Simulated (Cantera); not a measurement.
Equilibrium for thermal oxidation and active oxidation of silicon: Si + O₂ + N₂

Charge: 1 mol Si, 0.79 mol O₂, 5.4 mol N₂, held at 1498.15 K.

Cantera equilibrium calculation (NASA polynomials, part measured and part estimated; ideal gas, pure solids and liquids). Candidate condensed phases: Si, SiO₂, Si₂N₂O, Si₃N₄; 16 gas species. N₂ is the only nitrogen source here; it is nearly inert below about 1500 K, so the nitride shown seldom forms there in practice. Mutual solubility and eutectic melting of coexisting phases are not modelled. The tables hold silica as quartz up to 1696 K and as liquid above; real silica turns to tridymite and cristobalite and melts near 1996 K. Kinetics and transport are ignored.

| P (Pa) | log p N₂ | log p SiO | log p SiO₂ | log p O | log p NO | log p Si | log p O₂ | n SiO₂(β-quartz) | n Si₂N₂O(s) |
|---|---|---|---|---|---|---|---|---|---|
| 0.100 | -6.03 | -7.14 | -11.70 | -12.78 | -12.92 | -15.68 | -14.76 | 0.580 | 0 |
| 0.600 | -5.25 | -6.36 | -11.70 | -13.56 | -13.31 | -14.12 | -16.32 | 0.580 | 0 |
| 3.60 | -4.48 | -5.59 | -11.70 | -14.34 | -13.70 | -12.57 | <-16 | 0.580 | 0 |
| 22 | -3.69 | -4.80 | -11.70 | -15.13 | -14.09 | -10.99 | <-15 | 0.580 | 0 |
| 130 | -2.89 | -4.71 | -11.70 | <-14 | -13.79 | -10.82 | <-14 | 0.693 | 0.113 |
| 770 | -2.11 | -4.97 | -11.70 | <-14 | -13.14 | -11.34 | <-14 | 0.718 | 0.138 |
| 4600 | -1.34 | -5.23 | -11.70 | <-13 | -12.49 | -11.85 | <-13 | 0.720 | 0.140 |
| 28000 | -0.55 | -5.49 | -11.70 | <-12 | -11.84 | -12.38 | <-12 | 0.720 | 0.140 |
| 170000 | 0.23 | -5.75 | -11.70 | <-11 | -11.18 | <-11 | <-11 | 0.720 | 0.140 |
| 1000000 | 1.00 | -6.01 | <-11 | <-11 | -10.54 | <-11 | <-11 | 0.720 | 0.140 |
log p: log10 of the partial pressure in bar; n: condensed amount in mol.

From 1.00e-6 bar to 0.000220 bar the condensed part is SiO₂(β-quartz). From 0.00130 bar to 10.0 bar the condensed part is SiO₂(β-quartz) + Si₂N₂O(s). The main Si-bearing gas is SiO throughout.
